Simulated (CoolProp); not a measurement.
Normal hydrogen along the isotherm -201.35 °C: Z from the reference equation and from simpler models built on Tc = -240.0 °C, pc = 12.96 bar, ω = -0.219; each cubic takes its own stable root.

Computed with CoolProp (reference Helmholtz-energy equation of state, Leachman 2009).

```tsv
p (bar)	phase	reference
1.94	gas	0.9957
3.89	gas	0.9914
5.83	gas	0.9872
7.78	gas	0.9831
9.72	gas	0.9790
11.7	gas	0.9750
13.6	supercritical	0.9713
15.6	supercritical	0.9675
17.5	supercritical	0.9640
19.4	supercritical	0.9607
```

Task: How far does each simpler model (Pitzer virial, van der Waals, Redlich-Kwong, Soave-Redlich-Kwong, Peng-Robinson) lie from the reference over these 10 states: mean and median of the absolute difference, and the worst?

Result: 
- Pitzer virial: mean 0.4 %, median 0.3 %, worst -0.8 % at -201.35 °C and 19.4 bar
- van der Waals: mean 0.2 %, median 0.2 %, worst -0.2 % at -201.35 °C and 17.5 bar
- Redlich-Kwong: mean 0.8 %, median 0.8 %, worst +1.6 % at -201.35 °C and 19.4 bar
- Soave-Redlich-Kwong: mean 0.8 %, median 0.8 %, worst -1.3 % at -201.35 °C and 19.4 bar
- Peng-Robinson: mean 2.3 %, median 2.3 %, worst -3.9 % at -201.35 °C and 19.4 bar
